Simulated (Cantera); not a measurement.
Input: 1 mol SiC, 0.13 mol CO₂, 390 mol H₂, equilibrated at 0.450 bar.

Equilibrium computed with Cantera from the NASA thermochemical tables; the gas is ideal and each condensed phase is pure. Candidate condensed phases: C, C₆H₆, C₇H₈, C₈H₁₈, H₂O, Si, SiC, SiO₂; 123 gas species. Mutual solubility and eutectic melting of coexisting phases are not modelled. The tables hold silica as quartz up to 1696 K and as liquid above; real silica turns to tridymite and cristobalite and melts near 1996 K. Equilibrium is a limit: real reactors are often held back by kinetics, nucleation or transport.

x: gas mole fraction; n: condensed amount in mol.

```
T (K)   x H₂     x CH₄      x CO       x H     x SiO    x H₂O  n SiC(s)  n SiO₂(β-quartz)
-----  -----  --------  --------  --------  --------  -------  --------  ----------------
1175   0.999  0.000665       ___   1.83e-7   7.80e-8  2.75e-7     0.870             0.130
1225   0.999  0.000654       ___   4.64e-7   3.20e-7  6.61e-7     0.872             0.128
1275   0.999  0.000607       ___   1.10e-6   1.21e-6  1.44e-6     0.878             0.122
1325   0.999  0.000473       ___   2.44e-6   4.51e-6  2.68e-6     0.895             0.103
1375   0.999  0.000286       ___   5.11e-6   1.75e-5  4.18e-6     0.918            0.0754
1425   0.999  0.000148       ___   1.02e-5   6.75e-5  5.73e-6     0.929            0.0443
1475   0.999   8.19e-5  0.000455   1.93e-5  0.000204  6.74e-6     0.920                 0
1525   0.999   7.25e-5  0.000461   3.53e-5  0.000201  4.22e-6     0.922                 0
1575   0.999   6.45e-5  0.000466   6.19e-5  0.000197  2.72e-6     0.923                 0
1625   0.999   5.79e-5  0.000470  0.000105  0.000194  1.80e-6     0.924                 0
1675   0.999   5.22e-5  0.000473  0.000173  0.000192  1.23e-6     0.924                 0
1725   0.999   4.74e-5  0.000476  0.000277  0.000189  8.52e-7     0.925                 0
1775   0.999   4.33e-5  0.000479  0.000431  0.000187  6.05e-7     0.925                 0
```

Q: What belongs in the gaps?

A: 
- 1175, x CO: 1.36e-6
- 1225, x CO: 8.29e-6
- 1275, x CO: 3.99e-5
- 1325, x CO: 0.000130
- 1375, x CO: 0.000258
- 1425, x CO: 0.000366
